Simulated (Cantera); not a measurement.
A perfectly stirred reactor is fed with C₂H₄ : H₂ = 1 : 3.4 (molar parts), at 1.80 Torr; it is held at 1925 K, and followed from long to short residence time.

Detailed kinetics in Cantera: GRI-Mech 3.0 (53 species, 325 reactions). GRI-Mech 3.0 was tuned for natural gas; its chemistry of ethylene as a main component is partial and can be far from experiment. GRI-Mech 3.0 stops at C3 and has no aromatics, soot or wall deposition, so with more carbon than oxygen in the feed, carbon stays in small species such as C2H2 where larger ones or solid carbon would form. Radical loss at walls, strong at low pressure, is not modelled.

Task: Predict: x(C₂H₄) at τ = 0.600 s; x(H₂) at τ = 0.600 s; x(C₂H₂) at τ = 0.600 s; x(CH₄) at τ = 0.600 s; x(C₂H₄) at τ = 31.0 ms; x(H₂) at τ = 31.0 ms; x(C₂H₂) at τ = 31.0 ms; x(CH₄) at τ = 31.0 ms; x(C₂H₆) at τ = 31.0 ms.

Result: 
* **x(C₂H₄) at τ = 0.600 s**: 0.00294
* **x(H₂) at τ = 0.600 s**: 0.813
* **x(C₂H₂) at τ = 0.600 s**: 0.183
* **x(CH₄) at τ = 0.600 s**: 6.13e-5
* **x(C₂H₄) at τ = 31.0 ms**: 0.0682
* **x(H₂) at τ = 31.0 ms**: 0.802
* **x(C₂H₂) at τ = 31.0 ms**: 0.129
* **x(CH₄) at τ = 31.0 ms**: 2.05e-5
* **x(C₂H₆) at τ = 31.0 ms**: 1.35e-8
